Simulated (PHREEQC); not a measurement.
Na3PO4 is added in steps, without added water, to 1 kg of water holding 2.2 mmol/kgw NiSO4, 16 mmol/kgw H2SO4 and 0.41 mmol/kgw Na2SO4, at 25 °C. O2 is buffered at 0.21 atm. CO2 from the air is kept out. Only these solids could form: Ni(OH)2, Ni3(PO4)2, Ni4(OH)6SO4, Mirabilite, Morenosite.

Base run: PHREEQC, ion-association model, wateq4f.dat. Each further column changes one thing. The table gives pH.

| Na3PO4 added (mol) | base | diluted 100-fold with water | diluted 10-fold with water | H2SO4 from 0.016 to 0.0144 mol/kgw | no solid may form |
|---|---|---|---|---|---|
| 0 | 1.71 | … | 2.57 | 1.75 | 1.71 |
| 0.002375 | 1.82 | 11.20 | 7.20 | … | 1.82 |
| 0.00475 | 1.95 | 11.47 | 10.85 | … | 1.95 |
| 0.007125 | 2.11 | 11.60 | 11.29 | 2.20 | 2.11 |
| 0.0095 | 2.30 | 11.68 | 11.46 | 2.43 | 2.30 |
| 0.01188 | 2.56 | … | 11.57 | 2.79 | 2.56 |
| 0.01425 | 3.00 | 11.78 | 11.64 | 4.06 | 3.00 |
| 0.01663 | 5.42 | 11.82 | 11.69 | 6.05 | 5.82 |
| 0.019 | 6.25 | 11.84 | 11.73 | 6.64 | … |

Question: What belongs in the gaps?

Answer: 
- 0, diluted 100-fold with water: 3.51
- 0.002375, H2SO4 from 0.016 to 0.0144 mol/kgw: 1.87
- 0.00475, H2SO4 from 0.016 to 0.0144 mol/kgw: 2.02
- 0.01188, diluted 100-fold with water: 11.74
- 0.019, no solid may form: 6.55

H3PO4, which wateq4f.dat lacks, is added to it with the constant of phreeqc.dat. The database has no phosphate complexes of Ni. The database's Ni(OH)2 is the aged solid; a fresh precipitate is more soluble. In at least one series the solution becomes supersaturated in solids that the run did not let form, among them Ni3(PO4)2.
